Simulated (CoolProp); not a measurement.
Vapour-liquid equilibrium of propylene (1) + R114 (2) at 7.55 °C; x and y are mole fractions of (1).

Computed with CoolProp (multi-fluid Helmholtz-energy mixture model, Lemmon 2013 and Platzer 1990; pair parameters Bell 2016). This equation is an older, rougher fit; its heat capacities, sound speeds and derivatives of the liquid may be far off and weren't checked against measurements.

```json
[
 {"x": "0.05", "bubble pressure (kPa)": "159.3", "y at the bubble point": "0.287", "dew pressure at overall composition x (kPa)": "…", "liquid density (mol/L)": "8.954"},
 {"x": "0.2", "bubble pressure (kPa)": "280.1", "y at the bubble point": "…", "dew pressure at overall composition x (kPa)": "143.9", "liquid density (mol/L)": "9.390"},
 {"x": "0.35", "bubble pressure (kPa)": "…", "y at the bubble point": "…", "dew pressure at overall composition x (kPa)": "…", "liquid density (mol/L)": "9.861"},
 {"x": "0.5", "bubble pressure (kPa)": "474.9", "y at the bubble point": "…", "dew pressure at overall composition x (kPa)": "215.7", "liquid density (mol/L)": "…"},
 {"x": "0.65", "bubble pressure (kPa)": "551.8", "y at the bubble point": "…", "dew pressure at overall composition x (kPa)": "286.0", "liquid density (mol/L)": "10.96"},
 {"x": "0.8", "bubble pressure (kPa)": "624.3", "y at the bubble point": "0.936", "dew pressure at overall composition x (kPa)": "416.2", "liquid density (mol/L)": "11.63"},
 {"x": "0.95", "bubble pressure (kPa)": "700.0", "y at the bubble point": "0.982", "dew pressure at overall composition x (kPa)": "647.2", "liquid density (mol/L)": "12.41"}
]
```

Fill in the missing entries.


- 0.05, dew pressure at overall composition x (kPa): 123.2
- 0.2, y at the bubble point: 0.640
- 0.35, bubble pressure (kPa): 386.0
- 0.35, y at the bubble point: 0.773
- 0.35, dew pressure at overall composition x (kPa): 172.7
- 0.5, y at the bubble point: 0.844
- 0.5, liquid density (mol/L): 10.38
- 0.65, y at the bubble point: 0.894

No azeotrope shows between x = 0.05 and 0.95.

Pair parameters are fitted to limited data, so mixtures are less certain than the pure fluids.
